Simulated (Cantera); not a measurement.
An adiabatic, constant-pressure homogeneous reactor starts with 3.25 % C3H8, 20.3 % O2, 76.4 % N2, equivalence ratio 0.80, at 1475 K and 7500 Torr.

Computed with Cantera and GRI-Mech 3.0 (53 species, 325 reactions). GRI-Mech 3.0 was tuned for natural gas; its chemistry of propane as a main component is partial and can be far from experiment.

Question: Predict: time of steepest temperature rise; temperature at 0.700 s; equilibrium temperature; x(O2) at 0.700 s; x(OH) at 0.700 s; x(NO) at 0.700 s.

Answer: 
```
Item                                                              Result
---------------------------------  -------------------------------------
time of steepest temperature rise                                27.0 µs
temperature at 0.700 s                                            2799 K
equilibrium temperature                                           2799 K
x(O2) at 0.700 s                   0.0379 (gas-phase equilibrium 0.0379)
x(OH) at 0.700 s                   0.0130 (gas-phase equilibrium 0.0130)
x(NO) at 0.700 s                   0.0150 (gas-phase equilibrium 0.0150)
```
